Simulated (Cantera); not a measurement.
# Equilibrium for silicon etching in halogen gases: Si + NF3 + N2

A closed system holds: 1 mol Si, a varied amount of NF3, 2.3 mol N2, held at 1223.15 K and 31.5 Torr.

Cantera equilibrium calculation (NASA polynomials, part measured and part estimated; ideal gas, pure solids and liquids). Candidate condensed phases: Si, Si3N4; 16 gas species. The tables' values for SiF3 are old estimates; treat these amounts as uncertain. Rates play no part.

From 0.52 mol NF3 to 0.95 mol NF3 the condensed part is Si3N4(s). From 1.4 mol NF3 to 5.7 mol NF3 nothing is condensed. The main Si-bearing gas is SiF4 throughout.

| n(NF3) (mol) | x N2 | x F | x SiF4 | x F2 | x SiF3 | n Si3N4(s) |
|---|---|---|---|---|---|---|
| 0.52 | 0.847 | <1e-12 | 0.153 | <1e-12 | 0.000554 | 0.203 |
| 0.95 | 0.784 | <1e-12 | 0.216 | <1e-12 | 0.000726 | 0.0956 |
| 1.4 | 0.714 | 0.0471 | 0.238 | 0.000257 | <1e-12 | 0 |
| 1.8 | 0.575 | 0.238 | 0.180 | 0.00659 | <1e-12 | 0 |
| 2.3 | 0.477 | 0.369 | 0.138 | 0.0158 | <1e-12 | 0 |
| 2.7 | 0.426 | 0.435 | 0.117 | 0.0219 | <1e-12 | 0 |
| 3.1 | 0.390 | 0.482 | 0.101 | 0.0270 | <1e-12 | 0 |
| 3.6 | 0.356 | 0.526 | 0.0867 | 0.0320 | <1e-12 | 0 |
| 4 | 0.335 | 0.552 | 0.0778 | 0.0353 | <1e-12 | 0 |
| 4.4 | 0.318 | 0.573 | 0.0706 | 0.0381 | <1e-12 | 0 |
| 4.9 | 0.301 | 0.595 | 0.0633 | 0.0410 | <1e-12 | 0 |
| 5.3 | 0.289 | 0.609 | 0.0584 | 0.0430 | <1e-12 | 0 |
| 5.7 | 0.280 | 0.621 | 0.0543 | 0.0448 | <1e-12 | 0 |
x: gas mole fraction; n: condensed amount in mol.
